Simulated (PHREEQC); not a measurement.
Metal-bearing waste water (model solution)

A solution holds 75 mmol/kgw FeSO4, 0.18 mmol/kgw CaCl2 and 0.064 mmol/kgw NaF, at 25 °C and 100 atm. It is in equilibrium with CO2 at log p = -3.4 (atm). Otherwise closed; pH follows from the charge balance.

Model: ion-association model, phreeqc.dat, run in PHREEQC.

This is a speciation only: nothing precipitates in the calculation.

Estimate the pH, density.

pH 5.54; density 1.013 g/cm³.

In which forms is Ca present?

Ca+2 57 %, CaSO4 43 % of the Ca.

Complexes and solids missing from the database can't appear. Under pressure, the constants of complexes without a molar volume in the database are unreliable. Fluoro complexes past AlF4- and FeF3 are missing from the database.
